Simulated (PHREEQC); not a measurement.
A made-up water analysis in mg/L, 25 °C, pH 5.81, pe 8.4: Na 0.179; K 0.011; Ca 0.0221; Mg 0.00347; Cl 0.148; S(6) as SO4 0.0549; Alkalinity as HCO3 0.241; B 1.86e-05.

Valence states are taken as typed.

The numbers come from PHREEQC with the ion-association model, wateq4f.dat.

Precipitation was switched off in this run.

**Question.** Estimate the ionic strength, charge-balance error.

**Answer.** ionic strength 1.22e-5 mol/kgw; charge-balance error 0.9 %.

**Question.** In which forms is C present?

**Answer.** CO2 78 %, HCO3- 22 % of the C.

Complexes and solids missing from the database can't appear.
